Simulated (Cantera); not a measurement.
Input: 1 mol B2H6, 5.2 mol H2, equilibrated at 1275 K and 1.33 mbar.

Equilibrium computed with Cantera from the NASA thermochemical tables; the gas is ideal and each condensed phase is pure. Candidate condensed phases: B; 7 gas species. The feed counts by its element totals alone. Rates play no part.

Question: What is the equilibrium state?

Answer: 
| Quantity | Value |
|---|---|
| x(H2) | 1.000 |
| x(H) | 2.02e-5 |
| n(B(s)) | 2.00 mol |
| gas amount | 8.200 mol |
